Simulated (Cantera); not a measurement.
**Equilibrium for halide evaporation, hydrolysis and transport: CaCl2 + N2 + Cl2**

Feed: 1 mol CaCl2, 1.9 mol N2, 0.00035 mol Cl2, equilibrated at 3.00e-6 bar.

Equilibrium computed with Cantera from the NASA thermochemical tables; the gas is ideal and each condensed phase is pure. Candidate condensed phases: Ca, CaCl2; 8 gas species. Kinetics and transport are ignored.

From 852 °C to 1302 °C nothing is condensed. The main Ca-bearing gas is CaCl2 throughout.

| T (°C) | x N2 | x CaCl2 | x Cl | x CaCl | x Ca | x Cl2 |
|---|---|---|---|---|---|---|
| 852 | 0.655 | 0.345 | 0.000241 | 1.10e-8 | <1e-12 | 4.15e-8 |
| 902 | 0.655 | 0.345 | 0.000241 | 1.00e-7 | 3.23e-12 | 1.33e-8 |
| 952 | 0.655 | 0.345 | 0.000242 | 7.65e-7 | 1.35e-10 | 4.72e-9 |
| 1002 | 0.655 | 0.345 | 0.000246 | 4.89e-6 | 4.12e-9 | 1.86e-9 |
| 1052 | 0.655 | 0.345 | 0.000267 | 2.55e-5 | 8.50e-8 | 8.97e-10 |
| 1102 | 0.655 | 0.345 | 0.000342 | 9.89e-5 | 9.96e-7 | 6.44e-10 |
| 1152 | 0.655 | 0.344 | 0.000535 | 0.000281 | 6.37e-6 | 7.28e-10 |
| 1202 | 0.655 | 0.344 | 0.000938 | 0.000643 | 2.69e-5 | 1.09e-9 |
| 1252 | 0.654 | 0.343 | 0.00171 | 0.00129 | 8.87e-5 | 1.84e-9 |
| 1302 | 0.653 | 0.341 | 0.00312 | 0.00237 | 0.000250 | 3.26e-9 |
x: gas mole fraction; nothing condenses.
